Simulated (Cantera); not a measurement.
A Cantera script and what it prints.

```python
import numpy as np
import cantera as ct

gas_names = """
    C CH CH2 CH3 CH2OH CH3O CH4 CH3OH CO CO2 COOH C2 C2H CHCO,ketyl C2H2,acetylene C2H2,vinylidene
    CH2CO,ketene C2H3,vinyl CH3CO,acetyl C2H4 C2H4O,ethylen CH3CHO,ethanal CH3COOH (HCOOH)2 C2H5 C2H6
    CH3OCH3 C2H5OH C2O C3 C3H3,propargyl C3H4,allene C3H4,propyne C3H4,cyclo- C3H5,allyl C3H6,propylene
    C3H6,cyclo- C3H6O C3H7,n-propyl C3H7,i-propyl C3H8 C3H8O,1propanol C3H8O,2propanol C3O2 C4 C4H2
    C4H4,1,3-cyclo- C4H6,butadiene C4H6,2-butyne C4H6,cyclo- C4H8,1-butene C4H8,cis2-buten
    C4H8,tr2-butene C4H8,isobutene C4H8,cyclo- (CH3COOH)2 C4H9,n-butyl C4H9,i-butyl C4H9,s-butyl
    C4H9,t-butyl C4H10,isobutane C4H10,n-butane C5 C5H6,1,3cyclo- C5H8,cyclo- C5H10,1-pentene
    C5H10,cyclo- C5H11,pentyl C5H11,t-pentyl C5H12,n-pentane C5H12,i-pentane CH3C(CH3)2CH3 C6H2
    C6H5,phenyl C6H5O,phenoxy C6H6 C6H5OH,phenol C6H10,cyclo- C6H12,1-hexene C6H12,cyclo- C6H13,n-hexyl
    C7H7,benzyl C7H8 C7H8O,cresol C7H14,1-heptene C7H15,n-heptyl C7H16,n-heptane C8H8,styrene
    C8H10,ethylbenz C8H16,1-octene C8H17,n-octyl C8H18,isooctane C8H18,n-octane C9H19,n-nonyl
    C10H8,naphthale C10H21,n-decyl C12H9,o-bipheny C12H10,bipheny H HCO HO2 H2 HCHO,formaldehy HCOOH H2O
    H2O2 O OH O2 O3 Ta TaO TaO2
""".split()
cond_names = """
    C(gr) C6H6(L) C7H8(L) C8H18(L),n-octa H2O(s) H2O(L) Ta(cr) Ta(L) TaC(s) TaC(L) Ta2O5(s) Ta2O5(L)
""".split()


def load(file, names, dense=False):
    # The tables refer to 1 bar. Condensed volumes are neglected.
    table = {s.name: s for s in ct.Species.list_from_file(file)}
    out = []
    for n in names:
        d = dict(table[n].input_data)
        d["thermo"] = dict(d["thermo"], **{"reference-pressure": 1e5})
        if dense:
            d["equation-of-state"] = {"model": "constant-volume", "density": "1e6 g/cm^3"}
        out.append(ct.Species.from_dict(d))
    return out


gas = ct.Solution(thermo="ideal-gas", species=load("nasa_gas.yaml", gas_names))
cond = {s.name: ct.Solution(thermo="fixed-stoichiometry", species=[s], name=s.name)
        for s in load("nasa_condensed.yaml", cond_names, dense=True)}
atoms = {
    'Ta(OEt)5': {'Ta': 1, 'C': 10, 'H': 25, 'O': 5},
    'O2': {'O': 2},
    'H2': {'H': 2},
    'CO2': {'C': 1, 'O': 2},
}
top_T = {'C(gr)': 4500}  # K; cautious upper limits of use, not melting points


def equilibrate(T, P, feed):
    n = {}
    for name, mol in feed.items():
        for a, k in atoms[name].items():
            n[a] = n.get(a, 0.0) + k * mol
    gas.TPX = T, P, n
    mass = sum(n.values()) * gas.mean_molecular_weight
    gas.equilibrate("TP")
    valid = [c for c in cond.values() if c.min_temp <= T <= top_T.get(c.name, c.max_temp)]
    mix = ct.Mixture([(gas, mass / gas.mean_molecular_weight)] + [(c, 0.0) for c in valid])
    mix.T, mix.P = T, P
    mix.equilibrate("TP", solver="vcs", rtol=1e-11, max_steps=5000)
    return mix


results = []
P = 140  # Pa
for T in [873, 923, 973, 1023, 1073, 1123, 1173, 1223, 1273]:
    for m in [2.2, 3.6, 5.9, 9.8, 16, 26, 43, 71, 120]:
        feed = {'Ta(OEt)5': 1, 'O2': 0.093, 'H2': m, 'CO2': 2}  # mol
        mix = equilibrate(T, P, feed)
        results.append((T, P, feed, dict(zip(mix.species_names, mix.species_moles))))

for T, P, feed, n in results:
    print(f"{T:7g} {feed['H2']:10.4g}  " + (" + ".join(c for c in cond_names if n.get(c, 0) > 1e-12) or "gas only"))
```

Result:

```
    873        2.2  C(gr) + Ta2O5(s)
    873        3.6  C(gr) + Ta2O5(s)
    873        5.9  C(gr) + Ta2O5(s)
    873        9.8  C(gr) + Ta2O5(s)
    873         16  C(gr) + Ta2O5(s)
    873         26  C(gr) + Ta2O5(s)
    873         43  C(gr) + Ta2O5(s)
    873         71  C(gr) + Ta2O5(s)
    873        120  C(gr) + Ta2O5(s)
    923        2.2  C(gr) + Ta2O5(s)
    923        3.6  C(gr) + Ta2O5(s)
    923        5.9  C(gr) + Ta2O5(s)
    923        9.8  C(gr) + Ta2O5(s)
    923         16  C(gr) + Ta2O5(s)
    923         26  C(gr) + Ta2O5(s)
    923         43  C(gr) + Ta2O5(s)
    923         71  C(gr) + Ta2O5(s)
    923        120  C(gr) + Ta2O5(s)
    973        2.2  C(gr) + Ta2O5(s)
    973        3.6  C(gr) + Ta2O5(s)
    973        5.9  C(gr) + Ta2O5(s)
    973        9.8  C(gr) + Ta2O5(s)
    973         16  C(gr) + Ta2O5(s)
    973         26  C(gr) + Ta2O5(s)
    973         43  C(gr) + TaC(s) + Ta2O5(s)
    973         71  C(gr) + TaC(s)
    973        120  C(gr) + TaC(s)
   1023        2.2  C(gr) + TaC(s)
   1023        3.6  C(gr) + TaC(s)
   1023        5.9  C(gr) + TaC(s)
   1023        9.8  C(gr) + TaC(s)
   1023         16  C(gr) + TaC(s)
   1023         26  C(gr) + TaC(s)
   1023         43  C(gr) + TaC(s)
   1023         71  C(gr) + TaC(s)
   1023        120  C(gr) + TaC(s)
   1073        2.2  C(gr) + TaC(s)
   1073        3.6  C(gr) + TaC(s)
   1073        5.9  C(gr) + TaC(s)
   1073        9.8  C(gr) + TaC(s)
   1073         16  C(gr) + TaC(s)
   1073         26  C(gr) + TaC(s)
   1073         43  C(gr) + TaC(s)
   1073         71  C(gr) + TaC(s)
   1073        120  C(gr) + TaC(s)
   1123        2.2  C(gr) + TaC(s)
   1123        3.6  C(gr) + TaC(s)
   1123        5.9  C(gr) + TaC(s)
   1123        9.8  C(gr) + TaC(s)
   1123         16  C(gr) + TaC(s)
   1123         26  C(gr) + TaC(s)
   1123         43  C(gr) + TaC(s)
   1123         71  C(gr) + TaC(s)
   1123        120  C(gr) + TaC(s)
   1173        2.2  C(gr) + TaC(s)
   1173        3.6  C(gr) + TaC(s)
   1173        5.9  C(gr) + TaC(s)
   1173        9.8  C(gr) + TaC(s)
   1173         16  C(gr) + TaC(s)
   1173         26  C(gr) + TaC(s)
   1173         43  C(gr) + TaC(s)
   1173         71  C(gr) + TaC(s)
   1173        120  C(gr) + TaC(s)
   1223        2.2  C(gr) + TaC(s)
   1223        3.6  C(gr) + TaC(s)
   1223        5.9  C(gr) + TaC(s)
   1223        9.8  C(gr) + TaC(s)
   1223         16  C(gr) + TaC(s)
   1223         26  C(gr) + TaC(s)
   1223         43  C(gr) + TaC(s)
   1223         71  C(gr) + TaC(s)
   1223        120  C(gr) + TaC(s)
   1273        2.2  C(gr) + TaC(s)
   1273        3.6  C(gr) + TaC(s)
   1273        5.9  C(gr) + TaC(s)
   1273        9.8  C(gr) + TaC(s)
   1273         16  C(gr) + TaC(s)
   1273         26  C(gr) + TaC(s)
   1273         43  C(gr) + TaC(s)
   1273         71  C(gr) + TaC(s)
   1273        120  C(gr) + TaC(s)
```

Method: chemical equilibrium by Gibbs-energy minimisation in Cantera with the NASA 1993 tables (ideal gas, pure condensed phases). The feed counts by its element totals alone. TaC: taken at fixed stoichiometry. Condensed phases not in the tables: Ta2C.
